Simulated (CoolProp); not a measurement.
Vapour pressure (bar) of trans-2-butene: the reference equation beside estimates from Tc = 428.6 K, pc = 40.19 bar, ω = 0.210. Clausius-Clapeyron is anchored at 230.3 K with a constant enthalpy of vaporisation of 24.85 kJ/mol.

Values from CoolProp's reference Helmholtz-energy equation of state, Lemmon 2005. It is a short technical equation, of lower accuracy than the large ones.

| T (K) | reference | Lee-Kesler | Clausius-Clapeyron | van der Waals | Redlich-Kwong | Soave-Redlich-Kwong | Peng-Robinson |
|---|---|---|---|---|---|---|---|
| 193.9 | 0.01046 | 0.009403 | 0.01153 | 0.5491 | 0.02022 | 0.009649 | 0.01081 |
| 206 | 0.02724 | 0.02483 | 0.02850 | 0.8504 | 0.05157 | 0.02544 | 0.02776 |
| 218.2 | 0.06322 | 0.05850 | 0.06414 | 1.260 | 0.1161 | 0.05973 | 0.06382 |
| 230.3 | 0.1317 | 0.1237 | 0.1317 | 1.790 | 0.2334 | 0.1258 | 0.1321 |
| 242.4 | 0.2523 | 0.2402 | 0.2517 | 2.460 | 0.4300 | 0.2432 | 0.2518 |
| 254.5 | 0.4500 | 0.4342 | 0.4524 | 3.287 | 0.7370 | 0.4376 | 0.4479 |
| 266.7 | 0.7592 | 0.7409 | 0.7741 | 4.294 | 1.194 | 0.7440 | 0.7544 |
| 278.8 | 1.211 | 1.194 | 1.259 | 5.481 | 1.832 | 1.195 | 1.203 |
| 290.9 | 1.850 | 1.838 | 1.966 | 6.869 | 2.693 | 1.837 | 1.838 |
| 303 | 2.721 | 2.719 | 2.963 | 8.471 | 3.817 | 2.718 | 2.706 |
| 315.2 | 3.884 | 3.899 | 4.341 | 10.31 | 5.258 | 3.900 | 3.870 |

Absolute difference from the reference over all 11 rows, mean and median: Lee-Kesler 4.2 and 3.5 %, Clausius-Clapeyron 4.5 and 4.0 %, van der Waals 1299.6 and 630.4 %, Redlich-Kwong 64.3 and 63.8 %, Soave-Redlich-Kwong 3.2 and 2.8 %, Peng-Robinson 0.9 and 0.6 %.
